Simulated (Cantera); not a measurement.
Charge: 1 mol CS₂, 0.011 mol SO₂, 0.15 mol H₂, equilibrated at 1725 K and 1.50e7 Pa.

These are equilibrium values from Cantera (NASA tables, ideal gas, pure condensed phases), not measurements of a reactor. Candidate condensed phases: C, C₆H₆, C₇H₈, C₈H₁₈, H₂O, H₂SO₄, S; 123 gas species. The ideal-gas law is rough above about 30 bar. Rates play no part.

Q: What is the equilibrium state?

A: 
| Property | Result |
|---|---|
| x(CS₂) | 0.695 |
| x(S₂) | 0.149 |
| x(H₂S) | 0.117 |
| x(H₂) | 0.0175 |
| x(CO) | 0.0161 |
| x(COS) | 0.00370 |
| x(SH) | 0.00180 |
| x(CS) | 0.000456 |
| x(CH₄) | 4.59e-5 |
| n(C(graphite)) | 0.205 mol |
| gas amount | 1.111 mol |
| log10 activity of S(l) (absent) | -0.73 |
